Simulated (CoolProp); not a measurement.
Carbonyl sulfide at 411.74 K and 0.781 MPa is throttled through a valve to 0.33 MPa with no heat exchange. Each further row changes one setting.

Model: reference Helmholtz-energy equation of state, Lemmon 2006, in CoolProp. It is a short technical equation, of lower accuracy than the large ones.

| case | temperature change (K) | final density (kg/m³) |
|---|---|---|
| as stated | (withheld) | (withheld) |
| outlet pressure 0.099 MPa | (withheld) | 1.77 |
| outlet pressure 0.429 MPa | (withheld) | 7.73 |

Q: What belongs in the gaps?

A: 
- as stated, temperature change (K): -4.3
- as stated, final density (kg/m³): 5.94
- outlet pressure 0.099 MPa, temperature change (K): -6.6
- outlet pressure 0.429 MPa, temperature change (K): -3.4
